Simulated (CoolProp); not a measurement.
Vapour-liquid equilibrium of carbon dioxide (1) + CH2F2 (R32) (2) at 1.16 MPa; x and y are mole fractions of (1).

Computed with CoolProp (multi-fluid Helmholtz-energy mixture model, Span 1996 and Tillner-Roth 1997; pair parameters Bell 2016).

**Question.** Give the bubble temperature and the first vapour's composition at x = 0.65, 0.75, 0.95. Is there an azeotrope?

**Answer.** x = 0.65: -26.2 °C, y = 0.878; x = 0.75: -29.3 °C, y = 0.920; x = 0.95: -34.8 °C, y = 0.986. No azeotrope shows between x = 0.05 and 0.95.

Pair parameters are fitted to limited data, so mixtures are less certain than the pure fluids.
